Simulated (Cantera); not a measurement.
Charge: 1 mol FeS2, 0.11 mol SO2, 3.3 mol CO2, at 1923.15 K and 11.0 mbar.

Method: chemical equilibrium by Gibbs-energy minimisation in Cantera with the NASA 1993 tables (ideal gas, pure condensed phases). Candidate condensed phases: C, Fe, Fe(CO)5, FeO, FeS, FeSO4, FeS2, Fe2O3, Fe2(SO4)3, Fe3O4, S; 25 gas species. The tables' stoichiometric FeO is somewhat more stable than real wüstite, so its field is too wide. FeO: taken at fixed stoichiometry. The numbers say what is thermodynamically allowed, not how fast it happens.

Base state: CO 0.511, CO2 0.164, SO2 0.152, S2 0.110, SO 0.0506, S 0.00596, Fe 0.00455, S2O 0.00112 (mole fractions); condensed: FeO(l).

Task: What changes in the equilibrium state with this change: temperature from 1923.15 K to 1125 K?

Result: 
```tsv
species	before	after
CO2	0.164	0.783
S2	0.110	0.112
SO2	0.152	0.0531
CO	0.511	0.0493
SO	0.0506	0.000138
Fe	0.00455	<1e-9
FeO	0.000103	<1e-9
S	0.00596	3.96e-7
COS	0.000467	0.00223
FeO(l), mol	0.977	0
FeS(s), mol	0	1.00
```
FeS: taken at fixed stoichiometry. Gases not in the tables: S3 to S7.

Task: What changes in the equilibrium state with this change: FeS2 replaced by MgCO3?

Result: 
```json
[
 {"species": "CO2", "before": "0.164", "after": "0.913"},
 {"species": "CO", "before": "0.511", "after": "0.0413"},
 {"species": "SO2", "before": "0.152", "after": "0.0243"},
 {"species": "S2", "before": "0.110", "after": "<1e-9"},
 {"species": "O2", "before": "4.28e-6", "after": "0.0205"},
 {"species": "SO", "before": "0.0506", "after": "0.000117"},
 {"species": "Fe", "before": "0.00455", "after": "0"},
 {"species": "S2O", "before": "0.00112", "after": "<1e-9"},
 {"species": "COS", "before": "0.000467", "after": "1.26e-9"},
 {"species": "FeO", "before": "0.000103", "after": "0"},
 {"species": "S", "before": "0.00596", "after": "1.99e-7"},
 {"species": "FeO(l), mol", "before": "0.977", "after": "0"},
 {"species": "MgO(s), mol", "before": "0", "after": "1.000"}
]
```
Further candidate phases: Mg, MgCO3, MgO, MgS, MgSO4.
